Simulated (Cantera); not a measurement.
**Thermodynamics of silicon nitride deposition, feed SiH2Cl2 + N2**

Feed: 1 mol SiH2Cl2, 3.7 mol N2, equilibrated at 750 Torr.

Method: chemical equilibrium by Gibbs-energy minimisation in Cantera with the NASA 1993 tables (ideal gas, pure condensed phases). Candidate condensed phases: NH4Cl, Si, Si3N4; 28 gas species. N2 is the only nitrogen source here; it is nearly inert below about 1500 K, so the nitride shown seldom forms there in practice. The tables' values for SiCl3, SiCl are old estimates; treat these amounts as uncertain. The numbers say what is thermodynamically allowed, not how fast it happens.

| T (°C) | log p N2 | log p HCl | log p H2 | log p SiCl2 | log p SiCl4 | log p SiCl3 | n Si3N4(s) |
|---|---|---|---|---|---|---|---|
| 525 | -0.18 | -0.78 | -0.92 | -10.99 | -1.22 | -7.14 | 0.235 |
| 625 | -0.19 | -0.74 | -0.95 | -8.94 | -1.25 | -5.94 | 0.241 |
| 725 | -0.19 | -0.71 | -0.98 | -7.31 | -1.28 | -4.99 | 0.247 |
| 825 | -0.19 | -0.69 | -1.00 | -5.98 | -1.30 | -4.21 | 0.251 |
| 925 | -0.19 | -0.67 | -1.02 | -4.87 | -1.33 | -3.57 | 0.254 |
| 1025 | -0.19 | -0.66 | -1.04 | -3.95 | -1.35 | -3.04 | 0.256 |
| 1125 | -0.19 | -0.65 | -1.05 | -3.16 | -1.38 | -2.59 | 0.257 |
| 1225 | -0.19 | -0.65 | -1.06 | -2.50 | -1.43 | -2.22 | 0.254 |
| 1325 | -0.19 | -0.66 | -1.06 | -1.95 | -1.54 | -1.94 | 0.244 |
| 1425 | -0.20 | -0.69 | -1.04 | -1.53 | -1.75 | -1.79 | 0.222 |
| 1525 | -0.20 | -0.74 | -1.00 | -1.24 | -2.10 | -1.77 | 0.188 |
| 1625 | -0.20 | -0.82 | -0.95 | -1.06 | -2.58 | -1.89 | 0.151 |
| 1725 | -0.20 | -0.92 | -0.91 | -0.96 | -3.11 | -2.07 | 0.117 |
log p: log10 of the partial pressure in bar; n: condensed amount in mol.

From 525 °C to 1725 °C the condensed part is Si3N4(s). The main Si-bearing gas is SiCl4 at 525 °C and SiCl2 at 1725 °C. The share of Si in condensed phases is highest at 1125 °C (77.1 %) and lowest at 1725 °C (35.2 %).
